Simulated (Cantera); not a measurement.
A perfectly stirred reactor is fed with 12.3 % H₂, 87.7 % O₂, equivalence ratio 0.070, at 0.900 Torr; it is held at 1048 K, and followed from long to short residence time.

Model: the H2/O2 subset of GRI-Mech 3.0, which has no nitrogen chemistry, integrated in Cantera. Radical loss at walls, strong at low pressure, is not modelled. The temperature is held fixed by assumption; the heat of reaction is taken as removed at once.

One state of this run: x H₂ = 0.0141; x O₂ = 0.816; x H = 0.0426; x H₂O₂ = 2.46e-8; x H₂O = 0.0851; x HO₂ = 8.69e-7; x OH = 0.00527. x: mole fraction; the columns are a selection and need not sum to one.

Task: Which value of τ (s) does it belong to?
(A) 0.025
(B) 0.35
(C) 0.18
(D) 0.048

Result: D, 0.048
